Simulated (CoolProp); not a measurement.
Vapour-liquid equilibrium of ethylbenzene (1) + n-nonane (2) at 0.626 MPa; x and y are mole fractions of (1).

Computed with CoolProp (multi-fluid Helmholtz-energy mixture model, Zhou 2012 and Lemmon 2006; pair parameters Bell 2016).

| x | bubble temperature, mixture model (°C) | bubble temperature, Raoult's law (°C) | y, mixture model | y, Raoult's law |
|---|---|---|---|---|
| 0.05 | 234.7 | 235.0 | 0.065 | 0.064 |
| 0.125 | 233.0 | 233.7 | 0.158 | 0.157 |
| 0.2 | 231.3 | 232.5 | 0.247 | 0.247 |
| 0.275 | 229.7 | 231.2 | 0.332 | 0.332 |
| 0.35 | 228.2 | 230.0 | 0.411 | 0.414 |
| 0.425 | 226.8 | 228.8 | 0.487 | 0.493 |
| 0.5 | 225.6 | 227.6 | 0.559 | 0.568 |
| 0.575 | 224.4 | 226.4 | 0.627 | 0.641 |
| 0.65 | 223.4 | 225.3 | 0.694 | 0.710 |
| 0.725 | 222.5 | 224.2 | 0.759 | 0.777 |
| 0.8 | 221.7 | 223.1 | 0.824 | 0.841 |
| 0.875 | 221.0 | 222.0 | 0.888 | 0.903 |
| 0.95 | 220.5 | 220.9 | 0.955 | 0.962 |

The largest gap from Raoult's law is -2.0 K in bubble temperature, at x = 0.5. No azeotrope shows between x = 0.05 and 0.95.

The pair parameters rest on a limited set of measurements; away from them the model extrapolates.
